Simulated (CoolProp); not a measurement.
R152A at 322.21 K and 3.97 MPa flows at 0.11 m/s in a round tube of 1 mm bore and 1.5 µm roughness, fully developed (64/Re and Nu = 3.66 if laminar; Colebrook and Gnielinski if turbulent). Each further row changes one setting.

The numbers come from the reference Helmholtz-energy equation of state, Outcalt 1996 in CoolProp. It is a modified Benedict-Webb-Rubin equation, recast in Helmholtz form.

| case | Reynolds number | Darcy friction factor | pressure drop (Pa/m) | heat-transfer coefficient (W/(m² K)) | mass flow (kg/h) |
|---|---|---|---|---|---|
| as stated | 719 | … | … | 342 | … |
| velocity 0.22 m/s | 1440 | 0.0445 | … | 342 | … |
| diameter 2 mm | 1440 | 0.0445 | 114 | 171 | 1.06 |

What belongs in the gaps?


- as stated, Darcy friction factor: 0.0890
- as stated, pressure drop (Pa/m): 457
- as stated, mass flow (kg/h): 0.264
- velocity 0.22 m/s, pressure drop (Pa/m): 914
- velocity 0.22 m/s, mass flow (kg/h): 0.528

Viscosity comes from a separate model (Bell 2016), an estimate that may be off by 10 % or more. Thermal conductivity comes from a separate model (Krauss 1996).
